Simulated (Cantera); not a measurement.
Charge: 1 mol SiCl4, 2.8 mol HCl, a varied amount of H2, at 1302 °C and 9.70 bar.

Equilibrium computed with Cantera from the NASA thermochemical tables; the gas is ideal and each condensed phase is pure. Candidate condensed phases: Si; 19 gas species. The tables' values for SiCl3 are old estimates; treat these amounts as uncertain. The numbers say what is thermodynamically allowed, not how fast it happens.

x: gas mole fraction; nothing condenses.

| n(H2) (mol) | x HCl | x H2 | x SiCl4 | x SiHCl3 | x SiCl3 | x SiCl2 | x SiH2Cl2 |
|---|---|---|---|---|---|---|---|
| 0.33 | 0.687 | 0.0723 | 0.230 | 0.00323 | 0.00703 | 0.000561 | … |
| 0.99 | 0.602 | 0.190 | 0.187 | 0.00790 | 0.0106 | 0.00156 | … |
| 1.7 | 0.533 | 0.287 | 0.154 | 0.0111 | 0.0121 | 0.00248 | … |
| 2.3 | 0.487 | 0.351 | 0.134 | 0.0128 | 0.0127 | 0.00314 | … |
| 3 | 0.443 | 0.412 | 0.114 | 0.0142 | 0.0129 | 0.00381 | … |
| 3.6 | 0.411 | 0.455 | 0.101 | 0.0149 | 0.0129 | 0.00432 | … |
| 4.3 | 0.381 | 0.497 | 0.0886 | 0.0154 | 0.0128 | 0.00483 | … |
| 4.9 | 0.358 | 0.528 | 0.0796 | 0.0157 | 0.0126 | 0.00522 | … |
| 5.6 | 0.335 | 0.560 | 0.0708 | 0.0158 | 0.0123 | 0.00562 | … |
| 6.3 | 0.315 | 0.587 | 0.0634 | 0.0158 | 0.0120 | 0.00597 | … |
| 6.9 | 0.300 | 0.608 | 0.0580 | 0.0157 | 0.0117 | 0.00623 | 0.000700 |

Some entries are withheld; supply them.


- 0.33, x SiH2Cl2: 7.50e-6
- 0.99, x SiH2Cl2: 5.50e-5
- 1.7, x SiH2Cl2: 0.000131
- 2.3, x SiH2Cl2: 0.000204
- 3, x SiH2Cl2: 0.000290
- 3.6, x SiH2Cl2: 0.000363
- 4.3, x SiH2Cl2: 0.000444
- 4.9, x SiH2Cl2: 0.000510
- 5.6, x SiH2Cl2: 0.000582
- 6.3, x SiH2Cl2: 0.000648
